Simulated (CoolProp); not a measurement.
Vapour-liquid equilibrium of ethanol (1) + hexamethyldisiloxane (MM) (2) at 8.23 bar; x and y are mole fractions of (1).

Values from CoolProp's multi-fluid Helmholtz-energy mixture model, Schroeder 2014 and Thol 2016; pair parameters Bell 2016.

```
x     bubble temperature, mixture model (K)  bubble temperature, Raoult's law (K)  y, mixture model  y, Raoult's law
----  -------------------------------------  ------------------------------------  ----------------  ---------------
0.05                                  455.6                                 461.1             0.175            0.142
0.2                                   436.0                                 448.2             0.469            0.432
0.35                                  427.3                                 439.0             0.601            0.614
0.5                                   422.6                                 432.0             0.685            0.743
0.65                                  419.6                                 426.3             0.759            0.840
0.8                                   417.7                                 421.6             0.843            0.918
0.95                                  416.5                                 417.5             0.955            0.981
```

The largest gap from Raoult's law is -12.2 K in bubble temperature, at x = 0.2. No azeotrope shows between x = 0.05 and 0.95.

The pair parameters rest on a limited set of measurements; away from them the model extrapolates.
